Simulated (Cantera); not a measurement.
An isothermal, constant-pressure homogeneous reactor starts with 1.85 % C2H6, 98.1 % H2, at 1075 K and 5.48 Torr.

Computed with Cantera and GRI-Mech 3.0 (53 species, 325 reactions). GRI-Mech 3.0 stops at C3 and has no aromatics, soot or wall deposition, so with more carbon than oxygen in the feed, carbon stays in small species such as C2H2 where larger ones or solid carbon would form. Radical loss at walls, strong at low pressure, is not modelled.

**Question.** Predict: x(C2H6) at 1.00 s; x(H2) at 1.00 s; x(H) at 1.00 s; x(C2H2) at 1.00 s; x(CH4) at 1.00 s.

**Answer.** 
```json
{
  "x(C2H6) at 1.00 s": "0.00779 (gas-phase equilibrium 4.55e-7)",
  "x(H2) at 1.00 s": "0.980 (gas-phase equilibrium 0.963)",
  "x(H) at 1.00 s": "9.91e-6 (gas-phase equilibrium 1.70e-7)",
  "x(C2H2) at 1.00 s": "5.02e-5 (gas-phase equilibrium 0.000107)",
  "x(CH4) at 1.00 s": "0.00394 (gas-phase equilibrium 0.0367)"
}
```
